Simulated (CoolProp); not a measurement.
Vapour-liquid equilibrium of fluoroethane (R161) (1) + R227EA (2) at 1.38 MPa; x and y are mole fractions of (1).

Computed with CoolProp (multi-fluid Helmholtz-energy mixture model, Wu 2012 and Lemmon 2016; pair parameters Bell 2016).

Q: Give the bubble temperature and the first vapour's composition at x = 0.2, 0.8, 0.95. Is there an azeotrope?

A: x = 0.2: 338.1 K, y = 0.236; x = 0.8: 319.8 K, y = 0.886; x = 0.95: 315.1 K, y = 0.975. No azeotrope shows between x = 0.05 and 0.95.

Pair parameters are fitted to limited data, so mixtures are less certain than the pure fluids.
